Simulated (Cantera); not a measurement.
Thermodynamics of silicon oxide and oxynitride deposition, feed HMDSO + CO2 + N2

Charge: 1 mol HMDSO, 0.83 mol CO2, 41 mol N2, at 8800 Pa.

Cantera equilibrium calculation (NASA polynomials, part measured and part estimated; ideal gas, pure solids and liquids). Candidate condensed phases: C, C6H6, C7H8, C8H18, H2O, Si, SiC, SiO2, Si2N2O, Si3N4; 151 gas species. The feed counts by its element totals alone. N2 is the only nitrogen source here; it is nearly inert below about 1500 K, so the nitride shown seldom forms there in practice. Mutual solubility and eutectic melting of coexisting phases are not modelled. The tables hold silica as quartz up to 1696 K and as liquid above; real silica turns to tridymite and cristobalite and melts near 1996 K. The numbers say what is thermodynamically allowed, not how fast it happens.

| T (°C) | log p N2 | log p H2 | log p CO | log p CH4 | log p HCN | n C(graphite) | n SiO2(β-quartz) | n Si2N2O(s) |
|---|---|---|---|---|---|---|---|---|
| 800 | -1.15 | -1.80 | -3.17 | -4.94 | -6.28 | 6.44 | 0.852 | 0.574 |
| 825 | -1.15 | -1.80 | -2.98 | -5.04 | -6.14 | 6.23 | 0.707 | 0.647 |
| 850 | -1.15 | -1.80 | -2.79 | -5.14 | -6.00 | 5.90 | 0.489 | 0.755 |
| 875 | -1.16 | -1.80 | -2.61 | -5.23 | -5.87 | 5.42 | 0.171 | 0.914 |
| 900 | -1.16 | -1.81 | -2.54 | -5.32 | -5.74 | 5.17 | 0 | 1.00 |
| 925 | -1.16 | -1.81 | -2.54 | -5.41 | -5.62 | 5.17 | 0 | 1.00 |
| 950 | -1.16 | -1.81 | -2.54 | -5.49 | -5.50 | 5.17 | 0 | 1.00 |
| 975 | -1.16 | -1.81 | -2.54 | -5.57 | -5.39 | 5.17 | 0 | 1.00 |
| 1000 | -1.16 | -1.81 | -2.54 | -5.64 | -5.28 | 5.17 | 0 | 1.000 |
log p: log10 of the partial pressure in bar; n: condensed amount in mol.

From 800 °C to 875 °C the condensed part is C(graphite) + SiO2(β-quartz) + Si2N2O(s). From 900 °C to 1000 °C the condensed part is C(graphite) + Si2N2O(s).
